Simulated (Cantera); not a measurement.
Feed: 1 mol MgO, 4.4 mol C, 0.4 mol H2, 1.6 mol CH4, at 0.660 bar.

Method: chemical equilibrium by Gibbs-energy minimisation in Cantera with the NASA 1993 tables (ideal gas, pure condensed phases). Candidate condensed phases: C, C6H6, C7H8, C8H18, H2O, Mg, MgCO3, MgO, Mg(OH)2; 116 gas species. The numbers say what is thermodynamically allowed, not how fast it happens.

Which condensed phases are stable at each of these points (T (K)): 1850, 1950, 2050, 2150, 2250, 2350, 2450, 2550?


```
T (K)      condensed phases  Mg condensed (%)
-----  --------------------  ----------------
1850   C(graphite) + MgO(s)              40.6
1950            C(graphite)               0.0
2050            C(graphite)               0.0
2150            C(graphite)               0.0
2250            C(graphite)               0.0
2350            C(graphite)               0.0
2450            C(graphite)               0.0
2550            C(graphite)               0.0
```

At 1850 K the condensed part is C(graphite) + MgO(s). From 1950 K to 2550 K the condensed part is C(graphite).
